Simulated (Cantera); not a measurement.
A Cantera script and what it prints.

```python
import numpy as np
import cantera as ct

gas_names = """
    B BH BH2 BH3 BN B2 H H2 N NH NH2 NH3 N2 N2H2 N2H4
""".split()
cond_names = """
    B(b) B(L) BN(s)
""".split()


# ... load() reads the species with a 1 bar reference pressure and builds the phases ...
atoms = {
    'BN': {'B': 1, 'N': 1},
    'H2': {'H': 2},
}
top_T = {'BN(s)': 3200}  # K; cautious upper limits of use, not melting points


# ... equilibrate(T, P, feed) seeds the gas with the atoms and calls Mixture.equilibrate('TP', solver="vcs", rtol=1e-11, max_steps=5000) ...
results = []
feed = {'BN': 1, 'H2': 0.18}  # mol
T = 1800  # K
P = 31  # Pa
mix = equilibrate(T, P, feed)
results.append((T, P, feed, dict(zip(mix.species_names, mix.species_moles))))
print(gas.report(threshold=0.0001))
for i in range(1, mix.n_phases):
    print(f"{mix.phase(i).name:16s} {mix.phase_moles(i):12.5e} mol")
```

It prints:

```
       temperature   1800 K
          pressure   31 Pa
           density   4.8762e-06 kg/m^3
  mean mol. weight   2.3541 kg/kmol
   phase of matter   gas

                          1 kg             1 kmol
                     ---------------   ---------------
          enthalpy        2.1386e+07        5.0345e+07  J
   internal energy        1.5029e+07        3.5379e+07  J
           entropy        1.0778e+05        2.5372e+05  J/K
    Gibbs function       -1.7261e+08       -4.0635e+08  J
 heat capacity c_p             14136             33277  J/K
 heat capacity c_v             10604             24962  J/K

                      mass frac. Y      mole frac. X     chem. pot. / RT
                     ---------------   ---------------   ---------------
               BH2        0.00068504        0.00012573           -30.244
                 H         0.0085589          0.019989           -13.632
                H2           0.82738           0.96615           -27.263
                N2           0.16332          0.013724           -38.958
     [  +11 minor]        5.5788e-05        1.1911e-05

B(b)              5.03537e-03 mol
BN(s)             9.94939e-01 mol
```

Equilibrium computed with Cantera from the NASA thermochemical tables; the gas is ideal and each condensed phase is pure. Mutual solubility and eutectic melting of coexisting phases are not modelled. The tables' values for BH2 are old estimates; treat these amounts as uncertain.
